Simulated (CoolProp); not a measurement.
A single-stage vapour-compression cycle with the fluid: evaporating at 294.15 K (dew point), condensing at 338.15 K (bubble point), superheat 8 K, subcooling 8 K, compressor efficiency 0.7, no pressure losses. The same conditions are run with several fluids, on thermodynamics alone (safety and materials aside).

Values from CoolProp's reference Helmholtz-energy equation of state of each fluid (R245ca: Zhou 2016; tetrahydrofuran: Fiedler 2023; R407C: Lemmon 2003; cyclopropane: Polt 1992; chlorine: Thol 2021; n-perfluoropentane: Gao 2022). The equations of Platzer and Polt are older, rougher fits. Blends and air are pseudo-pure fits.

**Question.** Rank R245ca, tetrahydrofuran, R407C, cyclopropane, chlorine, n-perfluoropentane by cooling COP, highest first.

**Answer.** tetrahydrofuran (4.33), R245ca (4.12), cyclopropane (4.00), chlorine (3.96), n-perfluoropentane (3.67), R407C (3.18)

```tsv
fluid	pressure ratio	discharge temperature (K)	refrigerating effect (kJ/kg)	volumetric capacity (kJ/m³)
R245ca	4.43	348.9	163	771
tetrahydrofuran	5.43	377.2	393	206
R407C	3.40	371.7	138	5090
cyclopropane	2.88	369.5	336	4100
chlorine	2.89	421.5	219	4720
n-perfluoropentane	4.31	338.2	60.8	537
```

The compression ends wet for: n-perfluoropentane.
